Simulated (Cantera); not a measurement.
Cantera with NASA thermochemical tables; ideal gases at 1 bar, condensed phases pure. Values are per mole of reaction as written; species without (g) are pure solids or liquids, kept so even where they would boil at 1 bar.

6 H₂O(g) + P₄(g) = 6 O(g) + 4 PH₃(g)

```tsv
T (K)	ΔH° (kJ)	ΔS° (J/K)	ΔG° (kJ)	log10 K
1123	?	?	?	?
1223	?	?	?	?
1323	?	?	?	?
1423	?	?	?	?
1523	2960.8	453.7	2269.9	-77.85
```

Task: Some entries are withheld; supply them.

Result: 
- 1123, ΔH° (kJ): 2940.3
- 1123, ΔS° (J/K): 438.0
- 1123, ΔG° (kJ): 2448.4
- 1123, log10 K: -113.88
- 1223, ΔH° (kJ): 2945.6
- 1223, ΔS° (J/K): 442.5
- 1223, ΔG° (kJ): 2404.4
- 1223, log10 K: -102.69
- 1323, ΔH° (kJ): 2950.8
- 1323, ΔS° (J/K): 446.6
- 1323, ΔG° (kJ): 2359.9
- 1323, log10 K: -93.17
- 1423, ΔH° (kJ): 2955.9
- 1423, ΔS° (J/K): 450.3
- 1423, ΔG° (kJ): 2315.1
- 1423, log10 K: -84.98
